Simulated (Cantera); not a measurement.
# Fluorocarbon and chlorocarbon gases: c-C4F8 + HCl

A closed system holds: 1 mol c-C4F8, 0.019 mol HCl, held at 700 °C.

Cantera equilibrium calculation (NASA polynomials, part measured and part estimated; ideal gas, pure solids and liquids). Candidate condensed phases: C, C6H6, C7H8, C8H18; 118 gas species. The feed counts by its element totals alone. Gases not in the tables: C2F6 and larger saturated fluorocarbons. Equilibrium is a limit: real reactors are often held back by kinetics, nucleation or transport.

| P (Pa) | log p CF4 | log p HF | log p CClF3 | log p Cl | log p Cl2 | n C(graphite) |
|---|---|---|---|---|---|---|
| 1 | -5.01 | -7.04 | -8.31 | -7.40 | -7.63 | 2.00 |
| 5.20 | -4.29 | -6.33 | -7.36 | -6.99 | -6.80 | 2.00 |
| 27 | -3.58 | -5.63 | -6.45 | -6.62 | -6.05 | 2.00 |
| 140 | -2.86 | -4.93 | -5.57 | -6.27 | -5.37 | 2.00 |
| 720 | -2.15 | -4.23 | -4.71 | -5.95 | -4.72 | 2.00 |
| 3700 | -1.44 | -3.54 | -3.88 | -5.65 | -4.12 | 2.00 |
| 19000 | -0.73 | -2.85 | -3.07 | -5.37 | -3.56 | 2.00 |
| 100000 | -0.01 | -2.14 | -2.27 | -5.11 | -3.05 | 2.00 |
log p: log10 of the partial pressure in bar; n: condensed amount in mol.

From 1.00 Pa to 1.00 bar the condensed part is C(graphite). The main C-bearing gas is CF4 throughout.
